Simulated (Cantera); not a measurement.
# Ignition delay

Mixture: CH4 : O2 : N2 = 1 : 2.44 : 9.17 (molar parts), at 10.0 bar, adiabatic and at constant volume. Ignition delay is the time to a rise of 400 K.

Model: GRI-Mech 3.0 (53 species, 325 reactions), integrated in Cantera.

```json
[
 {"T0 (K)": "1073", "delay (ms)": "23.2"},
 {"T0 (K)": "1148", "delay (ms)": "8.07"},
 {"T0 (K)": "1223", "delay (ms)": "3.11"},
 {"T0 (K)": "1298", "delay (ms)": "1.29"},
 {"T0 (K)": "1373", "delay (ms)": "0.572"},
 {"T0 (K)": "1448", "delay (ms)": "0.267"},
 {"T0 (K)": "1523", "delay (ms)": "0.131"},
 {"T0 (K)": "1598", "delay (ms)": "0.0672"},
 {"T0 (K)": "1673", "delay (ms)": "0.0364"}
]
```

| Item | Value |
|---|---|
| apparent activation energy between 1523 and 1673 K | 180 kJ/mol |
